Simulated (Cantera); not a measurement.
Cantera run:

```python
import numpy as np
import cantera as ct

gas_names = """
    H HNO HNO2 HNO3 HO2 H2 H2O H2O2 N NH NH2 NH3 NH2OH NO NO2 NO3 N2 N2H2 N2H4 N2O O OH O2 O3 Si SiH
    SiH2 SiH3 SiH4 SiN SiO SiO2 Si2 Si2N Si3
""".split()
cond_names = """
    H2O(s) H2O(L) Si(cr) Si(L) SiO2(Lqz) SiO2(hqz) SiO2(L) Si2N2O(s) Si3N4(a)
""".split()


# ... load() reads the species with a 1 bar reference pressure and builds the phases ...
atoms = {
    'Si3N4': {'Si': 3, 'N': 4},
    'N2O': {'N': 2, 'O': 1},
    'H2': {'H': 2},
}
top_T = {'Si2N2O(s)': 2100, 'Si3N4(a)': 2400}  # K; cautious upper limits of use, not melting points


# ... equilibrate(T, P, feed) seeds the gas with the atoms and calls Mixture.equilibrate('TP', solver="vcs", rtol=1e-11, max_steps=5000) ...
results = []
feed = {'Si3N4': 1, 'N2O': 0.01, 'H2': 2.1}  # mol
P = 1333.22  # Pa
for T in [1473, 1523, 1573, 1623, 1673, 1723, 1773]:
    mix = equilibrate(T, P, feed)
    results.append((T, P, feed, dict(zip(mix.species_names, mix.species_moles))))

top = {s: max(r[3][s] / sum(r[3][g] for g in gas_names) for r in results) for s in gas_names}
cols = sorted((s for s in top if top[s] > 1e-05), key=lambda s: -top[s])[:8]
seen = [c for c in cond_names if any(r[3].get(c, 0) > 1e-12 for r in results)]
print("log10 of partial pressures in bar; condensed amounts in mol")
print(f"{'T/K':>10s}" + "".join(f"{s[:9]:>10s}" for s in cols + seen))
for T, P, feed, n in results:
    ng = sum(n[g] for g in gas_names)
    print(f"{T:10.4g}" + "".join(f"{np.log10(max(n[s] / ng * P / 1e5, 1e-99)):10.3f}" for s in cols)
          + "".join(f"{n.get(c, 0):10.4g}" for c in seen))
```

It prints:

```
log10 of partial pressures in bar; condensed amounts in mol
       T/K        H2        N2       SiO         H        Si       SiH      SiH2    Si(cr)     Si(L) Si2N2O(s)  Si3N4(a)
      1473    -1.878    -4.075    -6.515    -5.837    -8.585    -8.968    -8.179         0         0  0.009952    0.9933
      1523    -1.878    -4.073    -5.843    -5.575    -7.783    -8.256    -7.615         0         0  0.009772    0.9934
      1573    -1.882    -3.730    -5.329    -5.332    -7.260    -7.819    -7.317   0.02426         0   0.00925    0.9855
      1623    -1.890    -3.354    -4.865    -5.106    -6.806    -7.448    -7.080   0.08703         0  0.007775     0.965
      1673    -1.911    -3.002    -4.430    -4.899    -6.379    -7.106    -6.869    0.2318         0  0.003655    0.9182
      1723    -1.963    -2.626    -4.285    -4.720    -6.007    -6.831    -6.733         0    0.6581         0    0.7772
      1773    -2.117    -2.250    -4.438    -4.604    -5.672    -6.639    -6.725         0     2.291         0    0.2326
```

These are equilibrium values from Cantera (NASA tables, ideal gas, pure condensed phases), not measurements of a reactor. Mutual solubility and eutectic melting of coexisting phases are not modelled. Gases not in the tables: Si2H6 and higher silanes.
